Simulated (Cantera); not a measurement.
A Cantera script and its output.

```python
import numpy as np
import cantera as ct

gas = ct.Solution("gri30.yaml")
gas.TPX = 1698, 101325, {'CH4': 1, 'N2': 9.8}
reactor = ct.IdealGasConstPressureReactor(gas, energy="off", clone=False)
net = ct.ReactorNet([reactor])
net.rtol, net.atol = 1e-08, 1e-18
show = ['CH4', 'H', 'C2H6', 'CH3', 'C2H4']
times = np.geomspace(0.0006, 20, 12)

steps = ct.SolutionArray(gas, extra=["t"])
rows = []
print(f"{'t/s':>10s}{'T/K':>9s}{'P/Pa':>11s}" + "".join(f"{s:>11s}" for s in show))
for t in times:
    while net.time < t:
        t_next = net.step()
        steps.append(gas.state, t=t_next)
    rows.append([np.interp(t, steps.t, y) for y in (steps.T, steps.P, *steps(*show).X.T)])
    print(f"{t:10.3e}{rows[-1][0]:9.1f}{rows[-1][1]:11.4g}" + "".join(f"{x:11.3e}" for x in rows[-1][2:]))
rate = np.gradient(steps.T, steps.t)
print("integrator steps:", len(steps.t))
if steps.T.max() > steps.T[0] + 200:
    print(f"time of steepest temperature rise: {steps.t[rate.argmax()]:.4e} s")
gas.TPX = 1698, 101325, {'CH4': 1, 'N2': 9.8}
gas.equilibrate("TP")
print(f"equilibrium (TP): T = {gas.T:.1f} K  " + "  ".join(f"{s} {gas[s].X[0]:.3e}" for s in show))
```

Output:

```
       t/s      T/K       P/Pa        CH4          H       C2H6        CH3       C2H4
 6.000e-04   1698.0  1.013e+05  9.055e-02  1.919e-06  2.189e-04  5.949e-04  4.348e-04
 1.546e-03   1698.0  1.013e+05  8.407e-02  6.459e-06  4.425e-04  8.029e-04  2.424e-03
 3.986e-03   1698.0  1.013e+05  6.906e-02  1.443e-05  2.508e-04  6.149e-04  3.376e-03
 1.027e-02   1698.0  1.013e+05  5.027e-02  2.323e-05  9.890e-05  3.992e-04  1.222e-03
 2.647e-02   1698.0  1.013e+05  3.060e-02  3.275e-05  3.247e-05  2.361e-04  4.547e-04
 6.823e-02   1698.0  1.013e+05  1.502e-02  4.141e-05  7.687e-06  1.179e-04  2.612e-04
 1.759e-01   1698.0  1.013e+05  6.286e-03  4.718e-05  1.391e-06  5.071e-05  2.436e-04
 4.533e-01   1698.0  1.013e+05  2.579e-03  5.000e-05  2.588e-07  2.118e-05  2.530e-04
 1.168e+00   1698.0  1.013e+05  1.368e-03  5.103e-05  9.178e-08  1.132e-05  2.581e-04
 3.011e+00   1698.0  1.013e+05  1.183e-03  5.119e-05  7.527e-08  9.805e-06  2.590e-04
 7.760e+00   1698.0  1.013e+05  1.181e-03  5.120e-05  7.506e-08  9.784e-06  2.590e-04
 2.000e+01   1698.0  1.013e+05  1.181e-03  5.120e-05  7.505e-08  9.784e-06  2.590e-04
integrator steps: 1577
equilibrium (TP): T = 1698.0 K  CH4 6.619e-04  H 5.137e-05  C2H6 2.342e-08  CH3 5.466e-06  C2H4 8.027e-05
```

Model: GRI-Mech 3.0 (53 species, 325 reactions), integrated in Cantera. GRI-Mech 3.0 stops at C3 and has no aromatics, soot or wall deposition, so with more carbon than oxygen in the feed, carbon stays in small species such as C2H2 where larger ones or solid carbon would form.
